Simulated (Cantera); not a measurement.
Thermodynamics of sublimation and decomposition of ceramics, feed Si₃N₄ + Si + H₂

Feed: 1 mol Si₃N₄, 0.062 mol Si, 0.4 mol H₂, at 37.0 mbar.

Method: chemical equilibrium by Gibbs-energy minimisation in Cantera with the NASA 1993 tables (ideal gas, pure condensed phases). Candidate condensed phases: Si, Si₃N₄; 18 gas species. The tables' values for SiN are old estimates; treat these amounts as uncertain. Gases not in the tables: Si₂H₆ and higher silanes. Equilibrium is a limit: real reactors are often held back by kinetics, nucleation or transport.

| T (K) | x N₂ | x Si | x H₂ | x H | x Si₂ | x SiN | x SiH | x Si₂N | n Si(l) |
|---|---|---|---|---|---|---|---|---|---|
| 2525 | 0.675 | 0.154 | 0.110 | 0.0483 | 0.00428 | 0.00237 | 0.00251 | 0.00207 | 2.55 |
| 2575 | 0.613 | 0.221 | 0.0939 | 0.0552 | 0.00657 | 0.00301 | 0.00308 | 0.00254 | 2.25 |
| 2625 | 0.531 | 0.312 | 0.0747 | 0.0603 | 0.00993 | 0.00369 | 0.00362 | 0.00301 | 1.75 |
| 2675 | 0.422 | 0.436 | 0.0523 | 0.0614 | 0.0148 | 0.00428 | 0.00395 | 0.00340 | 0.771 |
| 2725 | 0.361 | 0.507 | 0.0390 | 0.0640 | 0.0155 | 0.00433 | 0.00372 | 0.00282 | 0 |
| 2775 | 0.358 | 0.513 | 0.0344 | 0.0722 | 0.0123 | 0.00410 | 0.00331 | 0.00192 | 0 |
| 2825 | 0.355 | 0.516 | 0.0299 | 0.0802 | 0.00984 | 0.00387 | 0.00292 | 0.00132 | 0 |
| 2875 | 0.353 | 0.518 | 0.0256 | 0.0881 | 0.00787 | 0.00366 | 0.00256 | 0.000914 | 0 |
| 2925 | 0.351 | 0.519 | 0.0217 | 0.0954 | 0.00632 | 0.00346 | 0.00223 | 0.000639 | 0 |
x: gas mole fraction; n: condensed amount in mol.

From 2525 K to 2675 K the condensed part is Si(l). From 2725 K to 2925 K nothing is condensed. The main Si-bearing gas is Si throughout.
